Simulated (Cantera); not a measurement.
Cantera run:

```python
import numpy as np
import cantera as ct

gas_names = [...]  # 77 gases of nasa_gas.yaml made of C, H, Ti
cond_names = """
    C(gr) C6H6(L) C7H8(L) C8H18(L),n-octa Ti(a) Ti(b) Ti(L) TiC(s) TiC(L)
""".split()


# ... load() reads the species with a 1 bar reference pressure and builds the phases ...
atoms = {
    'Ti': {'Ti': 1},
    'C3H8': {'C': 3, 'H': 8},
}
top_T = {'C(gr)': 4500}  # K; cautious upper limits of use, not melting points


# ... equilibrate(T, P, feed) seeds the gas with the atoms and calls Mixture.equilibrate('TP', solver="vcs", rtol=1e-11, max_steps=5000) ...
results = []
T = 1723  # K
P = 80  # Pa
for m in [0.059, 0.078, 0.1, 0.14, 0.18, 0.24, 0.33, 0.43, 0.58]:
    feed = {'Ti': 1, 'C3H8': m}  # mol
    mix = equilibrate(T, P, feed)
    results.append((T, P, feed, dict(zip(mix.species_names, mix.species_moles))))

top = {s: max(r[3][s] / sum(r[3][g] for g in gas_names) for r in results) for s in gas_names}
cols = sorted((s for s in top if top[s] > 0.0001), key=lambda s: -top[s])[:9]
seen = [c for c in cond_names if any(r[3].get(c, 0) > 1e-12 for r in results)]
print("log10 of partial pressures in bar; condensed amounts in mol")
print(f"{'n(C3H8)':>10s}" + "".join(f"{s[:9]:>10s}" for s in cols + seen))
for T, P, feed, n in results:
    ng = sum(n[g] for g in gas_names)
    print(f"{feed['C3H8']:10.4g}" + "".join(f"{np.log10(max(n[s] / ng * P / 1e5, 1e-99)):10.3f}" for s in cols)
          + "".join(f"{n.get(c, 0):10.4g}" for c in seen))
```

Result:

```
log10 of partial pressures in bar; condensed amounts in mol
   n(C3H8)        H2         H        Ti     C(gr)     Ti(b)    TiC(s)
     0.059    -3.100    -5.289    -6.902         0     0.823     0.177
     0.078    -3.100    -5.289    -6.902         0     0.766     0.234
       0.1    -3.100    -5.289    -6.902         0    0.6999       0.3
      0.14    -3.100    -5.289    -6.902         0    0.5799      0.42
      0.18    -3.100    -5.289    -6.902         0    0.4599      0.54
      0.24    -3.100    -5.289    -6.902         0    0.2798      0.72
      0.33    -3.100    -5.289    -6.902         0  0.009793      0.99
      0.43    -3.100    -5.289   -11.826    0.2897         0         1
      0.58    -3.100    -5.289   -11.826    0.7396         0         1
```

Equilibrium computed with Cantera from the NASA thermochemical tables; the gas is ideal and each condensed phase is pure. Mutual solubility and eutectic melting of coexisting phases are not modelled. TiC: taken at fixed stoichiometry. Condensed phases not in the tables: N, O or C dissolved in the metal.
